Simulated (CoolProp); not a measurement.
Diethyl ether along the isobar 4700 kPa: Z from the reference equation and from simpler models built on Tc = 467.9 K, pc = 3717 kPa, ω = 0.282; each cubic takes its own stable root.

Values from CoolProp's reference Helmholtz-energy equation of state, Thol 2014.

| T (K) | phase | reference |
|---|---|---|
| 404.6 | liquid | 0.1803 |
| 416.6 | liquid | 0.1816 |
| 428.5 | liquid | 0.1841 |
| 440.5 | liquid | 0.1884 |
| 452.4 | liquid | 0.1953 |
| 464.4 | liquid | 0.2082 |
| 476.3 | supercritical | 0.2410 |
| 488.3 | supercritical | 0.3892 |
| 500.2 | supercritical | 0.5111 |
| 512.2 | supercritical | 0.5847 |
| 524.1 | supercritical | 0.6378 |
| 536.1 | supercritical | 0.6800 |
| 548 | supercritical | 0.7144 |

How far does each simpler model (Soave-Redlich-Kwong, Peng-Robinson) lie from the reference over these 13 states: mean and median of the absolute difference, and the worst?


- Soave-Redlich-Kwong: mean 11.9 %, median 11.8 %, worst +24.7 % at 476.3 K and 4700 kPa
- Peng-Robinson: mean 3.3 %, median 1.1 %, worst +14.2 % at 476.3 K and 4700 kPa
